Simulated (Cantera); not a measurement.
Charge: 1 mol Si, 4.5 mol HCl, 1.3 mol H2, at 375 °C and 1.00 bar.

Method: chemical equilibrium by Gibbs-energy minimisation in Cantera with the NASA 1993 tables (ideal gas, pure condensed phases). Candidate condensed phases: Si; 19 gas species. Equilibrium is a limit: real reactors are often held back by kinetics, nucleation or transport.

Base state: H2 0.687, SiCl4 0.208, HCl 0.104, SiHCl3 0.000107 (mole fractions); condensed: gas only.

### Question
What changes in the equilibrium state with this change: temperature from 375 °C to 702 °C?

### Answer
| species | before | after |
|---|---|---|
| H2 | 0.687 | 0.680 |
| SiCl4 | 0.208 | 0.201 |
| HCl | 0.104 | 0.111 |
| SiCl3 | 2.04e-9 | 0.000107 |
| SiH2Cl2 | 3.20e-9 | 2.57e-5 |
| SiHCl3 | 0.000107 | 0.00703 |
The tables' values for SiCl3 are old estimates; treat these amounts as uncertain.

### Question
What changes in the equilibrium state with this change: temperature from 375 °C to 752 °C?

### Answer
```
species    before     after
-------  --------  --------
H2          0.687     0.677
SiCl4       0.208     0.198
HCl         0.104     0.115
SiHCl3   0.000107    0.0100
SiCl3     2.04e-9  0.000291
SiH2Cl2   3.20e-9   5.66e-5
```
The tables' values for SiCl3 are old estimates; treat these amounts as uncertain.

### Question
What changes in the equilibrium state with this change: HCl from 4.5 to 0.51 mol?

### Answer
| species | before | after |
|---|---|---|
| H2 | 0.687 | 0.913 |
| SiCl4 | 0.208 | 0.0477 |
| SiHCl3 | 0.000107 | 0.0373 |
| HCl | 0.104 | 9.16e-5 |
| SiH2Cl2 | 3.20e-9 | 0.00168 |
| SiH3Cl | <1e-9 | 1.55e-5 |
| Si(s), mol | 0 | 0.856 |
